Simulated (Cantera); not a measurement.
A freely propagating, adiabatic, planar premixed flame of 24.9 % H₂, 15.0 % O₂, 56.6 % N₂, 3.49 % H₂O, unburnt at 375 K and 55000 Pa; mixture-averaged transport, grid criteria slope 0.08 and curve 0.16, no radiation.

Model: the H2/O2 subset of GRI-Mech 3.0, which has no nitrogen chemistry, integrated in Cantera. Burning velocities carry a grid error of a few per cent, more on coarse grids.

x: mole fraction of selected species; z is measured from the peak of heat release.

| z (mm) | T (K) | u (m/s) | x H₂ | x O₂ | x H₂O | x H | x OH | x H₂O₂ |
|---|---|---|---|---|---|---|---|---|
| -2.31 | 375 | 2.41 | 0.249 | 0.150 | 0.0349 | <1e-8 | <1e-8 | <1e-8 |
| -1.54 | 375 | 2.41 | 0.249 | 0.150 | 0.0349 | <1e-8 | <1e-8 | <1e-8 |
| -1.15 | 375 | 2.41 | 0.249 | 0.150 | 0.0349 | <1e-8 | <1e-8 | <1e-8 |
| -0.769 | 375 | 2.41 | 0.249 | 0.150 | 0.0349 | <1e-8 | <1e-8 | <1e-8 |
| -0.384 | 388 | 2.46 | 0.240 | 0.152 | 0.0357 | 1.47e-6 | 4.13e-6 | 5.87e-6 |
| -0.192 | … | 3.73 | 0.204 | 0.149 | 0.0541 | 0.00151 | 0.000745 | 6.27e-5 |
| 0 | … | 6.20 | 0.129 | 0.122 | 0.123 | 0.0157 | 0.00171 | 9.96e-6 |
| 0.192 | … | 7.98 | 0.0584 | 0.0738 | 0.209 | 0.0312 | 0.00583 | 3.84e-6 |
| 0.384 | … | 8.92 | 0.0328 | 0.0513 | 0.247 | 0.0319 | 0.00936 | 2.43e-6 |
| 0.769 | … | 9.79 | 0.0257 | 0.0428 | 0.263 | 0.0235 | 0.0120 | 1.19e-6 |
| 1.54 | 1830 | 10.6 | 0.0217 | 0.0386 | 0.276 | 0.0145 | 0.0131 | 5.87e-7 |
| 3.07 | 1959 | 11.2 | 0.0162 | 0.0352 | 0.289 | 0.00771 | 0.0127 | 3.34e-7 |
| 6.15 | 2059 | 11.7 | 0.0105 | 0.0326 | 0.300 | 0.00345 | 0.0110 | 2.15e-7 |

Problem. What belongs in the gaps?

Solution. 
- -0.192, T (K): 605
- 0, T (K): 1038
- 0.192, T (K): 1352
- 0.384, T (K): 1518
- 0.769, T (K): 1680
